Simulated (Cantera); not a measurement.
A Cantera script and what it prints.

```python
import numpy as np
import cantera as ct

gas_names = """
    N NO NO2 NO3 N2 N2O O O2 O3 Pb PbO Pb2
""".split()
cond_names = """
    Pb(cr) Pb(L) PbO(rd) PbO(yw) PbO(L) PbO2(s) Pb3O4(s)
""".split()


# ... load() reads the species with a 1 bar reference pressure and builds the phases ...
atoms = {
    'PbO': {'Pb': 1, 'O': 1},
    'N2': {'N': 2},
}
top_T = {'Pb3O4(s)': 820}  # K; cautious upper limits of use, not melting points


# ... equilibrate(T, P, feed) seeds the gas with the atoms and calls Mixture.equilibrate('TP', solver="vcs", rtol=1e-11, max_steps=5000) ...
results = []
T = 1673  # K
P = 1333.22  # Pa
for m in [1, 1.5, 2.3, 3.5, 5.3, 8, 12, 18, 28, 42, 64, 97]:
    feed = {'PbO': 1, 'N2': m}  # mol
    mix = equilibrate(T, P, feed)
    results.append((T, P, feed, dict(zip(mix.species_names, mix.species_moles))))

top = {s: max(r[3][s] / sum(r[3][g] for g in gas_names) for r in results) for s in gas_names}
cols = sorted((s for s in top if top[s] > 1e-06), key=lambda s: -top[s])[:7]
seen = [c for c in cond_names if any(r[3].get(c, 0) > 1e-12 for r in results)]
print("log10 of partial pressures in bar; condensed amounts in mol")
print(f"{'n(N2)':>10s}" + "".join(f"{s[:9]:>10s}" for s in cols + seen))
for T, P, feed, n in results:
    ng = sum(n[g] for g in gas_names)
    print(f"{feed['N2']:10.4g}" + "".join(f"{np.log10(max(n[s] / ng * P / 1e5, 1e-99)):10.3f}" for s in cols)
          + "".join(f"{n.get(c, 0):10.4g}" for c in seen))
```

It prints:

```
log10 of partial pressures in bar; condensed amounts in mol
     n(N2)        N2       PbO        Pb        O2        NO         O       Pb2
         1    -2.209    -2.372    -2.713    -3.017    -4.806    -5.985    -7.416
       1.5    -2.125    -2.475    -2.781    -3.087    -4.798    -6.019    -7.553
       2.3    -2.055    -2.606    -2.868    -3.174    -4.807    -6.063    -7.726
       3.5    -2.003    -2.754    -2.966    -3.274    -4.830    -6.113    -7.923
       5.3    -1.964    -2.918    -3.075    -3.384    -4.866    -6.168    -8.141
         8    -1.937    -3.095    -3.193    -3.502    -4.912    -6.227    -8.376
        12    -1.918    -3.281    -3.316    -3.627    -4.965    -6.290    -8.623
        18    -1.905    -3.476    -3.446    -3.759    -5.024    -6.355    -8.882
        28    -1.895    -3.699    -3.593    -3.909    -5.094    -6.430    -9.177
        42    -1.888    -3.910    -3.733    -4.052    -5.162    -6.502    -9.457
        64    -1.884    -4.136    -3.883    -4.204    -5.236    -6.578    -9.756
        97    -1.881    -4.365    -4.034    -4.360    -5.313    -6.656   -10.059
```

Equilibrium computed with Cantera from the NASA thermochemical tables; the gas is ideal and each condensed phase is pure. Gases not in the tables: (PbO)n polymers.
